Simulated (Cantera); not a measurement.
Input: 1 mol NiS, 740 mol H2, equilibrated at 675 K and 2.10 bar.

Equilibrium computed with Cantera from the NASA thermochemical tables; the gas is ideal and each condensed phase is pure. Candidate condensed phases: Ni, NiS, NiS2, Ni3S2, Ni3S4, S; 9 gas species. Kinetics and transport are ignored.

Base state: H2 1.000, H2S 0.000450 (mole fractions); condensed: Ni3S2(s).

Q: What changes in the equilibrium state with this change: temperature from 675 K to 2123 K?

A: 
```json
[
 {"species": "H2", "before": "1.000", "after": "0.996"},
 {"species": "H", "before": "<1e-9", "after": "0.00247"},
 {"species": "H2S", "before": "0.000450", "after": "0.00115"},
 {"species": "Ni", "before": "<1e-9", "after": "0.000356"},
 {"species": "SH", "before": "<1e-9", "after": "0.000171"},
 {"species": "Ni3S2(s), mol", "before": "0.333", "after": "0"},
 {"species": "Ni(l), mol", "before": "0", "after": "0.731"}
]
```
